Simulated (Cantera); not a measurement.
Cantera run, input and output.

```python
import numpy as np
import cantera as ct

surf = ct.Interface("diamond.yaml", "diamond_100")
gas, bulk = surf.adjacent["gas"], surf.adjacent["diamond"]
k = surf.kinetics_species_index(bulk.species_names[0])
cover = ["c6HH", "c6H*", "c6*H", "c6**", "c6HM", "c6B"]

rows, drift = [], 0.0
print(f"{'xH':>10s}{'um/h':>11s}" + "".join(f"{s:>11s}" for s in cover))
for v in [0.0001, 0.00021, 0.00042, 0.00087, 0.0018, 0.0037, 0.0076, 0.016, 0.032]:
    T, P, xH, xCH3 = 925, 4600, v, 5.5e-05
    gas.TPX = T, P, {"H": xH, "CH3": xCH3, "CH4": 0.014, "H2": 1 - xH - xCH3 - 0.014}
    surf.TP = bulk.TP = T, P
    surf.coverages = "c6H*:0.1, c6HH:0.9"
    surf.advance_coverages(100.0)
    before = surf.coverages
    surf.advance_coverages(100.0)
    drift = max(drift, np.max(np.abs(surf.coverages - before) / (surf.coverages + 1e-9)))
    rate = surf.net_production_rates[k] * bulk.mean_molecular_weight / bulk.density * 3.6e9
    rows.append([rate, *surf[cover].coverages])
    print(f"{v:10.4g}{rate:11.4e}" + "".join(f"{x:11.3e}" for x in rows[-1][1:]))
```

Output:

```
        xH       um/h       c6HH       c6H*       c6*H       c6**       c6HM        c6B
    0.0001 4.5489e-01  5.040e-01  8.661e-03  2.229e-01  2.545e-03  2.058e-01  1.234e-09
   0.00021 6.2005e-01  5.605e-01  9.952e-03  2.561e-01  3.570e-03  1.335e-01  1.683e-09
   0.00042 7.4157e-01  6.033e-01  1.088e-02  2.799e-01  4.338e-03  7.980e-02  2.012e-09
   0.00087 8.2498e-01  6.329e-01  1.152e-02  2.962e-01  4.871e-03  4.285e-02  2.239e-09
    0.0018 8.7226e-01  6.498e-01  1.188e-02  3.053e-01  5.175e-03  2.189e-02  2.367e-09
    0.0037 8.9700e-01  6.586e-01  1.208e-02  3.100e-01  5.336e-03  1.095e-02  2.434e-09
    0.0076 9.0965e-01  6.631e-01  1.221e-02  3.124e-01  5.420e-03  5.407e-03  2.468e-09
     0.016 9.1633e-01  6.653e-01  1.233e-02  3.136e-01  5.469e-03  2.587e-03  2.487e-09
     0.032 9.1987e-01  6.664e-01  1.249e-02  3.140e-01  5.503e-03  1.298e-03  2.496e-09
```

Computed with Cantera and the Harris–Goodwin 1993 mechanism for the reconstructed diamond (100) surface.
